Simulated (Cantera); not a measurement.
Input: 1 mol CuO, 0.34 mol H₂, 0.59 mol H₂O, equilibrated at 427 °C and 540 Pa.

Equilibrium computed with Cantera from the NASA thermochemical tables; the gas is ideal and each condensed phase is pure. Candidate condensed phases: Cu, CuO, Cu(OH)₂, Cu₂O, H₂O; 12 gas species. The numbers say what is thermodynamically allowed, not how fast it happens.

**Question.** What is the equilibrium state?

**Answer.** 
```json
{
  "x(H₂O)": "1.00",
  "n(CuO(s))": "0.320 mol",
  "n(Cu₂O(s))": "0.340 mol",
  "gas_amount": "0.9300 mol",
  "log10 activity of Cu(s) (absent)": "-1.90",
  "log10 activity of Cu(OH)₂(s) (absent)": "-4.50"
}
```
